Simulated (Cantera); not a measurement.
Feed: 1 mol acetone, 8.8 mol H₂, 21 mol N₂, held at 0.308 Torr.

Cantera equilibrium calculation (NASA polynomials, part measured and part estimated; ideal gas, pure solids and liquids). Candidate condensed phases: C, C₆H₆, C₇H₈, C₈H₁₈, H₂O; 136 gas species. The feed counts by its element totals alone. Kinetics and transport are ignored.

x: gas mole fraction; n: condensed amount in mol.

| T (°C) | x N₂ | x H₂ | x H | x CO | x HCN | x HNC | x C₂H₂ (acetylene) | n C(graphite) |
|---|---|---|---|---|---|---|---|---|
| 1177 | 0.621 | 0.349 | 0.000276 | 0.0296 | 0.000342 | 4.87e-6 | (withheld) | 1.99 |
| 1277 | 0.621 | 0.348 | 0.000918 | 0.0296 | 0.000691 | 1.36e-5 | (withheld) | 1.98 |
| 1377 | 0.620 | 0.347 | 0.00264 | 0.0295 | 0.00128 | 3.36e-5 | (withheld) | 1.95 |
| 1477 | 0.618 | 0.343 | 0.00673 | 0.0295 | 0.00220 | 7.44e-5 | (withheld) | 1.92 |
| 1577 | 0.615 | 0.337 | 0.0154 | 0.0294 | 0.00354 | 0.000150 | (withheld) | 1.87 |
| 1677 | 0.608 | 0.324 | 0.0322 | 0.0291 | 0.00535 | 0.000277 | (withheld) | 1.79 |
| 1777 | 0.598 | 0.303 | 0.0617 | 0.0287 | 0.00761 | 0.000472 | (withheld) | 1.69 |
| 1877 | 0.582 | 0.270 | 0.108 | 0.0280 | 0.0101 | 0.000741 | (withheld) | 1.57 |

Q: Fill in the missing entries.

A: 
- 1177, x C₂H₂ (acetylene): 1.70e-6
- 1277, x C₂H₂ (acetylene): 5.59e-6
- 1377, x C₂H₂ (acetylene): 1.58e-5
- 1477, x C₂H₂ (acetylene): 3.95e-5
- 1577, x C₂H₂ (acetylene): 8.81e-5
- 1677, x C₂H₂ (acetylene): 0.000177
- 1777, x C₂H₂ (acetylene): 0.000322
- 1877, x C₂H₂ (acetylene): 0.000523
